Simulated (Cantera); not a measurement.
A perfectly stirred reactor is fed with CH4 : CO2 : H2 = 1 : 0.37 : 0.8 (molar parts), at 3230 Torr; it is held at 1748 K, and followed from long to short residence time.

Computed with Cantera and GRI-Mech 3.0 (53 species, 325 reactions). GRI-Mech 3.0 stops at C3 and has no aromatics, soot or wall deposition, so with more carbon than oxygen in the feed, carbon stays in small species such as C2H2 where larger ones or solid carbon would form.

```
quantity                  before     after
----------------------  --------  --------
x(CH4) at τ = 5.00 s      0.0513    0.0110
x(CO2) at τ = 5.00 s    0.000728   2.72e-5
x(H2) at τ = 5.00 s        0.653     0.692
x(CH3) at τ = 5.00 s    0.000142  0.000206
x(H2O2) at τ = 5.00 s     <1e-12    <1e-12
x(CH4) at τ = 15.0 ms      0.150    0.0318
x(CO2) at τ = 15.0 ms     0.0379   0.00458
x(H2) at τ = 15.0 ms       0.516     0.639
x(CH3) at τ = 15.0 ms   0.000412  0.000607
x(H2O2) at τ = 15.0 ms    <1e-12  1.78e-12
```

Problem. Which change was made?
A) pressure from 3230 Torr to 308 Torr
B) temperature 1748 to 1523 K
C) CO2 0.37 to 1.7 parts
D) temperature 1748 to 2000 K

Solution. D, temperature 1748 to 2000 K
